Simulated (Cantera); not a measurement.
A perfectly stirred reactor is fed with CH4 : H2 : O2 : N2 = 1 : 0.06 : 3.83 : 26.4 (molar parts), at 263 Torr; it is adiabatic with a 800 K inlet, and is followed from long to short residence time, starting on the burning branch (τ in s: 0.12, 0.05, 0.02, 0.0084, 0.0035, 0.0014, 0.00059, 0.00024, 0.0001, 4.1e-05).

Computed with Cantera and GRI-Mech 3.0 (53 species, 325 reactions).

Task: Predict: blow-out, bracketed by the residence times tried; x(CH4) at τ = 0.120 s; x(H2) at τ = 0.120 s; x(O2) at τ = 0.120 s; x(CH3) at τ = 0.120 s; x(HCO) at τ = 0.120 s; x(CH4) at τ = 1.40 ms; x(H2) at τ = 1.40 ms; x(O2) at τ = 1.40 ms; x(CH3) at τ = 1.40 ms; x(HCO) at τ = 1.40 ms.

Result: 
```json
{
  "blow_out_bracketed_by_the_residence_times_tried": "burning at 1.40 ms, out at 0.590 ms",
  "x(CH4) at τ = 0.120 s": "1.91e-5",
  "x(H2) at τ = 0.120 s": "0.000180",
  "x(O2) at τ = 0.120 s": "0.0576",
  "x(CH3) at τ = 0.120 s": "2.17e-6",
  "x(HCO) at τ = 0.120 s": "3.34e-8",
  "x(CH4) at τ = 1.40 ms": "0.000509",
  "x(H2) at τ = 1.40 ms": "0.00205",
  "x(O2) at τ = 1.40 ms": "0.0626",
  "x(CH3) at τ = 1.40 ms": "3.34e-5",
  "x(HCO) at τ = 1.40 ms": "2.87e-6"
}
```
